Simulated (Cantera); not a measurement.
An isothermal, constant-pressure homogeneous reactor starts with 35.7 % CH4, 64.3 % N2, at 1875 K and 0.135 Torr.

Detailed kinetics in Cantera: GRI-Mech 3.0 (53 species, 325 reactions). GRI-Mech 3.0 stops at C3 and has no aromatics, soot or wall deposition, so with more carbon than oxygen in the feed, carbon stays in small species such as C2H2 where larger ones or solid carbon would form. Radical loss at walls, strong at low pressure, is not modelled.

Task: Predict: x(CH4) at 4.00 s; x(CH2) at 4.00 s; x(HCN) at 4.00 s; x(C2H4) at 4.00 s; x(H2) at 4.00 s; x(C2H2) at 4.00 s; x(CH3) at 4.00 s.

Result: 
```
Item                                                 Result
-----------------  ----------------------------------------
x(CH4) at 4.00 s     0.0337 (gas-phase equilibrium 3.77e-7)
x(CH2) at 4.00 s    8.66e-6 (gas-phase equilibrium 5.83e-8)
x(HCN) at 4.00 s      4.45e-6 (gas-phase equilibrium 0.112)
x(C2H4) at 4.00 s  0.000509 (gas-phase equilibrium 6.99e-8)
x(H2) at 4.00 s         0.354 (gas-phase equilibrium 0.374)
x(C2H2) at 4.00 s      0.117 (gas-phase equilibrium 0.0736)
x(CH3) at 4.00 s    0.00259 (gas-phase equilibrium 6.08e-7)
```
